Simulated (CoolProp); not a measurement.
Vapour-liquid equilibrium of R114 (1) + R113 (2) at 0.636 MPa; x and y are mole fractions of (1).

Values from CoolProp's multi-fluid Helmholtz-energy mixture model, Platzer 1990 and Marx 1992; pair parameters Bell 2016. This equation is an older, rougher fit; its heat capacities, sound speeds and derivatives of the liquid may be far off and weren't checked against measurements.

| x | bubble temperature (K) | y at the bubble point | dew temperature at overall composition x (K) | liquid density (mol/L) |
|---|---|---|---|---|
| 0.05 | 385.9 | 0.116 | ___ | 7.092 |
| 0.125 | 380.1 | 0.268 | 385.6 | 7.174 |
| 0.2 | 374.7 | 0.397 | 382.8 | 7.250 |
| 0.275 | ___ | 0.506 | 379.9 | 7.320 |
| 0.35 | 365.1 | 0.597 | ___ | 7.385 |
| 0.425 | 360.9 | 0.674 | 373.5 | 7.444 |
| 0.5 | 356.9 | 0.740 | ___ | 7.498 |
| 0.575 | 353.3 | 0.795 | 366.3 | 7.548 |
| 0.65 | 349.9 | 0.843 | 362.3 | 7.593 |
| 0.725 | 346.8 | 0.885 | 357.8 | 7.633 |
| 0.8 | 343.9 | 0.921 | 353.0 | 7.670 |
| 0.875 | 341.1 | 0.953 | 347.6 | 7.704 |
| 0.95 | 338.5 | 0.982 | ___ | 7.734 |

Q: Fill in the missing entries.

A: 
- 0.05, dew temperature at overall composition x (K): 388.2
- 0.275, bubble temperature (K): 369.8
- 0.35, dew temperature at overall composition x (K): 376.8
- 0.5, dew temperature at overall composition x (K): 370.0
- 0.95, dew temperature at overall composition x (K): 341.4

No azeotrope shows between x = 0.05 and 0.95.

The pair parameters rest on a limited set of measurements; away from them the model extrapolates.
